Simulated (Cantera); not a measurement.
An isothermal, constant-pressure homogeneous reactor starts with NH3 : N2 = 1 : 0.12 (molar parts), at 1875 K and 0.306 atm.

Cantera simulation using the gas-phase N/H chemistry of the illustrative SiF4/NH3 mechanism in the Surface Chemkin manual (1991); the numbers are that mechanism's predictions, not measurements. Walls and surfaces, which speed up NH3 decomposition in real reactors, are not modelled.

x: mole fraction; the columns are a selection and need not sum to one.

| t (s) | x NH3 | x NH2 | x H | x N2H2 | x N2 | x N2H4 | x NH |
|---|---|---|---|---|---|---|---|
| 3.00e-5 | 0.893 | 4.09e-5 | 1.40e-7 | 7.32e-9 | 0.107 | 6.80e-10 | 1.14e-8 |
| 0.000111 | 0.893 | 0.000150 | 1.51e-7 | 1.46e-7 | 0.107 | 9.51e-9 | 2.25e-7 |
| 0.000412 | 0.892 | … | … | … | 0.107 | … | … |
| 0.00152 | 0.889 | 0.000705 | 1.13e-6 | 4.32e-6 | 0.108 | 2.11e-7 | 3.28e-6 |
| 0.00565 | 0.877 | 0.000688 | 3.74e-6 | 4.24e-6 | 0.110 | 2.01e-7 | 3.63e-6 |
| 0.0209 | 0.836 | 0.000639 | 1.27e-5 | 3.88e-6 | 0.119 | 1.74e-7 | 4.36e-6 |
| 0.0775 | 0.704 | 0.000546 | 4.20e-5 | 2.90e-6 | 0.146 | 1.27e-7 | 5.04e-6 |
| 0.287 | 0.409 | 0.000375 | 0.000127 | 1.30e-6 | 0.207 | 5.99e-8 | 4.78e-6 |
| 1.06 | 0.0959 | 0.000141 | 0.000336 | 2.05e-7 | 0.272 | 8.47e-9 | 3.06e-6 |
| 3.94 | 0.00403 | 1.37e-5 | 0.000862 | 3.11e-9 | 0.291 | 7.89e-11 | 6.94e-7 |
| 14.6 | 0.000340 | 1.33e-6 | 0.000994 | 3.20e-11 | 0.292 | <1e-12 | 7.75e-8 |
| 54.0 | … | … | 0.000996 | 1.60e-12 | 0.292 | <1e-12 | … |
| 200 | 1.91e-5 | 7.45e-8 | 0.000996 | <1e-12 | 0.292 | <1e-12 | 4.37e-9 |

### Question
Some entries are withheld; supply them.

### Answer

- 0.000412, x NH2: 0.000483
- 0.000412, x H: 3.13e-7
- 0.000412, x N2H2: 1.91e-6
- 0.000412, x N2H4: 9.92e-8
- 0.000412, x NH: 1.80e-6
- 54.0, x NH3: 7.41e-5
- 54.0, x NH2: 2.89e-7
- 54.0, x NH: 1.69e-8
